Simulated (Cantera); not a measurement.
A Cantera script and what it prints.

```python
import numpy as np
import cantera as ct

gas_names = """
    H HNO HNO2 HNO3 HO2 H2 H2O H2O2 N NH NH2 NH3 NH2OH NO NO2 NO3 N2 N2H2 N2H4 N2O O OH O2 O3
""".split()
cond_names = """
    H2O(s) H2O(L)
""".split()


# ... load() reads the species with a 1 bar reference pressure and builds the phases ...
atoms = {
    'NH3': {'N': 1, 'H': 3},
    'H2O': {'H': 2, 'O': 1},
    'N2': {'N': 2},
}
top_T = {}  # K; cautious upper limits of use, not melting points


# ... equilibrate(T, P, feed) seeds the gas with the atoms and calls Mixture.equilibrate('TP', solver="vcs", rtol=1e-11, max_steps=5000) ...
results = []
feed = {'NH3': 1, 'H2O': 0.19, 'N2': 2.1}  # mol
P = 2600  # Pa
for T in [2375, 2475, 2575, 2675, 2775, 2875, 2975, 3075, 3175, 3275]:
    mix = equilibrate(T, P, feed)
    results.append((T, P, feed, dict(zip(mix.species_names, mix.species_moles))))

top = {s: max(r[3][s] / sum(r[3][g] for g in gas_names) for r in results) for s in gas_names}
cols = sorted((s for s in top if top[s] > 0.0001), key=lambda s: -top[s])[:8]
seen = [c for c in cond_names if any(r[3].get(c, 0) > 1e-12 for r in results)]
print("log10 of partial pressures in bar; condensed amounts in mol")
print(f"{'T/K':>10s}" + "".join(f"{s[:9]:>10s}" for s in cols + seen))
for T, P, feed, n in results:
    ng = sum(n[g] for g in gas_names)
    print(f"{T:10.4g}" + "".join(f"{np.log10(max(n[s] / ng * P / 1e5, 1e-99)):10.3f}" for s in cols)
          + "".join(f"{n.get(c, 0):10.4g}" for c in seen))
```

Result:

```
log10 of partial pressures in bar; condensed amounts in mol
       T/K        N2         H        H2       H2O         O        OH        NO        O2
      2375    -1.814    -2.893    -2.084    -2.964    -5.503    -4.522    -5.638    -6.765
      2475    -1.820    -2.702    -2.109    -2.984    -5.047    -4.273    -5.331    -6.307
      2575    -1.829    -2.533    -2.145    -3.018    -4.629    -4.053    -5.052    -5.891
      2675    -1.841    -2.384    -2.194    -3.075    -4.252    -3.868    -4.807    -5.526
      2775    -1.856    -2.255    -2.259    -3.171    -3.924    -3.728    -4.603    -5.232
      2875    -1.874    -2.147    -2.343    -3.320    -3.657    -3.647    -4.453    -5.033
      2975    -1.893    -2.059    -2.448    -3.537    -3.458    -3.635    -4.364    -4.948
      3075    -1.911    -1.992    -2.576    -3.820    -3.323    -3.690    -4.333    -4.971
      3175    -1.926    -1.943    -2.725    -4.157    -3.238    -3.799    -4.345    -5.077
      3275    -1.937    -1.910    -2.890    -4.526    -3.188    -3.942    -4.383    -5.234
```

These are equilibrium values from Cantera (NASA tables, ideal gas, pure condensed phases), not measurements of a reactor.
